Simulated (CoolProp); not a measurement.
Properties of 1,2-dichloroethane at several states.

The numbers come from the reference Helmholtz-energy equation of state, Thol 2015 in CoolProp.

```json
[
 {"T (°C)": "159.05", "p (kPa)": "5080", "phase": "liquid", "Z": "…", "cp (kJ/(kg K))": "1.466", "cv (kJ/(kg K))": "…", "isothermal compressibility (1/MPa)": "…", "expansivity (1/kK)": "1.807", "fugacity coefficient": "0.1347"},
 {"T (°C)": "208.25", "p (kPa)": "50.2", "phase": "gas", "Z": "0.9945", "cp (kJ/(kg K))": "1.021", "cv (kJ/(kg K))": "0.9346", "isothermal compressibility (1/MPa)": "20.03", "expansivity (1/kK)": "2.115", "fugacity coefficient": "0.9945"},
 {"T (°C)": "-13.25", "p (kPa)": "122", "phase": "liquid", "Z": "…", "cp (kJ/(kg K))": "…", "cv (kJ/(kg K))": "…", "isothermal compressibility (1/MPa)": "…", "expansivity (1/kK)": "1.066", "fugacity coefficient": "…"}
]
```

Question: Fill in the missing entries.

Answer: 
- 159.05, Z: 0.1349
- 159.05, cv (kJ/(kg K)): 0.9786
- 159.05, isothermal compressibility (1/MPa): 0.002791
- -13.25, Z: 0.004299
- -13.25, cp (kJ/(kg K)): 1.284
- -13.25, cv (kJ/(kg K)): 0.9058
- -13.25, isothermal compressibility (1/MPa): 0.0006019
- -13.25, fugacity coefficient: 0.01011
